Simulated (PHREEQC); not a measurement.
Make-up at 5 °C: 0.0016 mol Cu(BF4)2, 0.0032 mol HBF4 and 0.0012 mol NaCl per kg of water. It is in equilibrium with CO2 at log p = -3.5 (atm). Otherwise closed; pH follows from the charge balance.

The numbers come from PHREEQC with the ion-association model, wateq4f.dat.

Problem. The ionic strength comes out as 0.00932 mol/kgw. What activity coefficients do H+, Na+, BF4-, BF2(OH)2-, Cu+2 get?

Solution. H+ 0.92, Na+ 0.91, BF4- 0.90, BF2(OH)2- 0.90, Cu+2 0.69.

Precipitation was switched off in this run. Constants without temperature data keep their 25 °C values here. Real BF4- forms and hydrolyses slowly; the run takes it at equilibrium.
